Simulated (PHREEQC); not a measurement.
**Nickel, zinc or cadmium bath**

Consider water at 75 °C with 0.0062 mol CdSO4 and 0.22 mol H2SO4 per kg of water. Closed to the air; pH follows from the charge balance.

Computed with PHREEQC (ion-association model, phreeqc.dat).

Each row changes one thing in this solution. No solid was allowed to form.

| case | pH | ionic strength (mol/kgw) | HSO4- (mol/kgw) | SO4-2 (mol/kgw) |
|---|---|---|---|---|
| as made | 0.76 | 0.251 | 0.214 | 0.0107 |
| 0.027 mol/kgw LiBr added | 0.76 | 0.275 | 0.214 | ___ |
| diluted 100-fold with water | 2.50 | 0.00473 | 0.00103 | 0.00122 |
| CdSO4 replaced by Na2SO4 at the same molality | 0.76 | 0.248 | 0.215 | 0.0107 |
| CdSO4 from 0.0062 to 0.00682 mol/kgw | 0.76 | 0.253 | 0.215 | 0.0107 |
| H2SO4 left out | 5.78 | ___ | 1.54e-6 | ___ |
| CdSO4 from 0.0062 to 0.031 mol/kgw | 0.79 | ___ | 0.230 | 0.0132 |
| CdSO4 replaced by NH4HSO4 at the same molality | 0.75 | 0.247 | 0.216 | 0.0104 |
| temperature from 75 to 90 °C | 0.77 | 0.245 | 0.218 | 0.00739 |

Task: Fill in the missing entries.

Result: 
- 0.027 mol/kgw LiBr added, SO4-2 (mol/kgw): 0.0111
- H2SO4 left out, ionic strength (mol/kgw): 0.0164
- H2SO4 left out, SO4-2 (mol/kgw): 0.00403
- CdSO4 from 0.0062 to 0.031 mol/kgw, ionic strength (mol/kgw): 0.296

Constants without temperature data keep their 25 °C values here.
